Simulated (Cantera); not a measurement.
Input: 1 mol Cu, 0.14 mol CO, a varied amount of N2, equilibrated at 1.33 mbar.

These are equilibrium values from Cantera (NASA tables, ideal gas, pure condensed phases), not measurements of a reactor. Candidate condensed phases: C, Cu, CuO, Cu2O; 27 gas species. Kinetics and transport are ignored.

Stable condensed phases, one row left out:

```
T in K \ n(N2) in mol
         1.5 1.8 2.3   3 3.8 4.7   6 7.6
   1098    A   A   A   A   A   A   A   A
   1073    A   A   A   A   A   A   A   A
   1048    A   A   A   A   A   A   A   A
   1023    A   A   A   A   A   A   A   A
    998    A   A   A   A   A   A   A   A
    973    B   A   A   A   A   A   A   A
    948    B   B   B   B   A   A   A   A
    923    B   B   B   B   B   B   A   A
    873    B   B   B   B   B   B   B   B
    848    B   B   B   B   B   B   B   B
```

A: Cu; B: C + Cu.

Q: Give the row for 898 K.

A: 1.5: C + Cu; 1.8: C + Cu; 2.3: C + Cu; 3: C + Cu; 3.8: C + Cu; 4.7: C + Cu; 6: C + Cu; 7.6: C + Cu.
